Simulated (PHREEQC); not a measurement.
A solution holds 0.0012 mol HCl, 0.0053 mol K2SO4 and 0.2 mol KBr per kg of water, at 50 °C. Closed to the air; pH follows from the charge balance.

Computed with PHREEQC (ion-association model, phreeqc.dat).

Each row changes one thing in this solution. No solid was allowed to form.

```tsv
case	pH	ionic strength (mol/kgw)
as made	3.09	0.213
0.028 mol/kgw KH2PO4 added	3.62	0.240
K2SO4 from 0.0053 to 0.053 mol/kgw	___	0.318
K2SO4 left out	___	0.201
KBr left out	___	0.0157
diluted 5-fold with water	3.72	___
HCl from 0.0012 to 0.0024 mol/kgw	2.79	___
HCl left out	6.64	0.212
```

Fill in the missing entries.


- K2SO4 from 0.0053 to 0.053 mol/kgw, pH: 3.41
- K2SO4 left out, pH: 3.02
- KBr left out, pH: 3.14
- diluted 5-fold with water, ionic strength (mol/kgw): 0.0430
- HCl from 0.0012 to 0.0024 mol/kgw, ionic strength (mol/kgw): 0.214

Away from 25 °C the constants follow the database's enthalpies or fits; those with neither stay at their 25 °C values.
